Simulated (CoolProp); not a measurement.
Vapour-liquid equilibrium of R22 (1) + methanol (2) at 278.5 K; x and y are mole fractions of (1).

Model: multi-fluid Helmholtz-energy mixture model, Kamei 1995 and de Reuck 1993; pair parameters Bell 2016, in CoolProp.

Question: Give the bubble pressure and the first vapour's composition at x = 0.2, 0.65, 0.8. Is there an azeotrope?

Answer: x = 0.2: 0.1828 MPa, y = 0.972; x = 0.65: 0.4226 MPa, y = 0.992; x = 0.8: 0.4854 MPa, y = 0.995. No azeotrope shows between x = 0.05 and 0.95.

Pair parameters are fitted to limited data, so mixtures are less certain than the pure fluids. With so large a gap from Raoult's law the liquid may split in two, which this calculation doesn't test in full.
